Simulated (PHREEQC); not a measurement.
A solution holds 0.28 mol HCl and 0.00092 mol MnSO4 per kg of water, at 25 °C. Closed to the air; pH follows from the charge balance.

Equilibrium calculation in PHREEQC: ion-association model, phreeqc.dat.

```json
{
  "pH": "0.66",
  "ionic_strength": "0.282 mol/kgw",
  "activity_of_water": "0.990",
  "specific_conductance": "90700 µS/cm",
  "density": "1.002 g/cm³",
  "total_alkalinity": "-280 meq/kg"
}
```

| species | molality | activity | log γ |
|---|---|---|---|
| Cl- | 0.280 | 0.193 | -0.161 |
| H+ | 0.279 | 0.219 | -0.105 |
| HSO4- | 0.000810 | 0.000596 | -0.134 |
| Mn+2 | 0.000684 | 0.000202 | -0.529 |
| MnCl+ | 0.000222 | 0.000159 | -0.145 |
| SO4-2 | 0.000109 | 2.80e-5 | -0.590 |
| MnCl2 | 1.26e-5 | 1.34e-5 | 0.028 |
| MnCl3- | 9.95e-7 | 7.13e-7 | -0.145 |
| MnSO4 | 9.42e-7 | 1.00e-6 | 0.028 |

No solid was allowed to form.
